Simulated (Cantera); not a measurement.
A Cantera script and its output.

```python
import numpy as np
import cantera as ct

gas = ct.Solution("gri30.yaml", transport_model="mixture-averaged")
show = ['H2', 'O', 'H2O']

rows = []
print(f"{'T/K':>7s}{'rho':>11s}{'cp':>10s}{'mu':>11s}{'lambda':>11s}{'Pr':>7s}" + "".join(f"{'D_' + s:>11s}" for s in show))
for T in [400, 600, 800, 1000, 1200, 1400, 1600, 1800, 2000]:
    gas.TPX = T, 1333, {'CO': 0.19, 'H2O': 0.28, 'N2': 0.82, 'C3H8': 0.49}
    Pr = gas.cp_mass * gas.viscosity / gas.thermal_conductivity
    D = [gas.mix_diff_coeffs_mole[gas.species_index(s)] for s in show]
    rows.append([gas.density, gas.cp_mass, gas.viscosity, gas.thermal_conductivity, Pr, *D])
    print(f"{T:7g}{gas.density:11.4e}{gas.cp_mass:10.1f}{gas.viscosity:11.4e}"
          f"{gas.thermal_conductivity:11.4e}{Pr:7.3f}" + "".join(f"{d:11.4e}" for d in D))
print("SI units: kg/m3, J/kg/K, Pa s, W/m/K, m2/s")
```

It prints:

```
    T/K        rho        cp         mu     lambda     Pr       D_H2        D_O      D_H2O
    400 1.2372e-02    1552.9 1.6346e-05 3.2699e-02  0.776 8.3370e-03 3.4058e-03 2.2945e-03
    600 8.2481e-03    1886.5 2.2650e-05 5.0947e-02  0.839 1.6614e-02 6.8774e-03 4.9600e-03
    800 6.1861e-03    2157.3 2.8163e-05 6.9146e-02  0.879 2.6930e-02 1.1214e-02 8.3965e-03
   1000 4.9489e-03    2371.3 3.3139e-05 8.6942e-02  0.904 3.9082e-02 1.6325e-02 1.2501e-02
   1200 4.1240e-03    2522.8 3.7724e-05 1.0416e-01  0.914 5.2932e-02 2.2149e-02 1.7205e-02
   1400 3.5349e-03    2649.5 4.2008e-05 1.2074e-01  0.922 6.8373e-02 2.8642e-02 2.2462e-02
   1600 3.0930e-03    2754.3 4.6051e-05 1.3664e-01  0.928 8.5324e-02 3.5767e-02 2.8235e-02
   1800 2.7494e-03    2840.0 4.9897e-05 1.5187e-01  0.933 1.0372e-01 4.3497e-02 3.4499e-02
   2000 2.4744e-03    2909.2 5.3577e-05 1.6645e-01  0.936 1.2350e-01 5.1807e-02 4.1232e-02
SI units: kg/m3, J/kg/K, Pa s, W/m/K, m2/s
```

Computed with Cantera and GRI-Mech 3.0 (53 species, 325 reactions). Polar gases are described roughly by these parameters. The composition is frozen, though it would react at the higher temperatures.
